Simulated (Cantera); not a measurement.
Charge: 1 mol CCl4, 1.4 mol H2, equilibrated at 2548 K and 50.0 mbar.

Equilibrium computed with Cantera from the NASA thermochemical tables; the gas is ideal and each condensed phase is pure. Candidate condensed phases: C, C6H6, C7H8, C8H18; 91 gas species. Kinetics and transport are ignored.

Base state: HCl 0.592, Cl 0.359, H2 0.0257, H 0.0222, Cl2 0.000437, C2H2 (acetylene) 0.000340, C2HCl 9.66e-5, C2H 2.32e-5 (mole fractions); condensed: C(graphite).

Task: What changes in the equilibrium state with this change: H2 from 1.4 to 3.5 mol?

Result: 
```tsv
species	before	after
HCl	0.592	0.557
H2	0.0257	0.263
Cl	0.359	0.106
H	0.0222	0.0709
Cl2	0.000437	3.79e-5
C2H2 (acetylene)	0.000340	0.00346
C(graphite), mol	0.996	0.955
```

Task: What changes in the equilibrium state with this change: H2 from 1.4 to 3.2 mol?

Result: 
```tsv
species	before	after
HCl	0.592	0.581
H2	0.0257	0.232
Cl	0.359	0.117
H	0.0222	0.0666
Cl2	0.000437	4.67e-5
C4H2	1.85e-6	1.67e-5
C2H2 (acetylene)	0.000340	0.00306
C2H	2.32e-5	6.97e-5
C2HCl	9.66e-5	9.48e-5
C(graphite), mol	0.996	0.962
```
